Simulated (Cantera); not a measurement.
Feed: 1 mol Al, 1.3 mol I2, 4.9 mol H2, at 7.50 Torr.

These are equilibrium values from Cantera (NASA tables, ideal gas, pure condensed phases), not measurements of a reactor. Candidate condensed phases: Al, AlI3, I2; 11 gas species. The numbers say what is thermodynamically allowed, not how fast it happens.

### Question
At 550 K, list the 3 most abundant gas species with their mole fractions, and the condensed phases.

### Answer
H2 0.864, AlI3 0.118, Al2I6 0.0172. Condensed: Al(s).
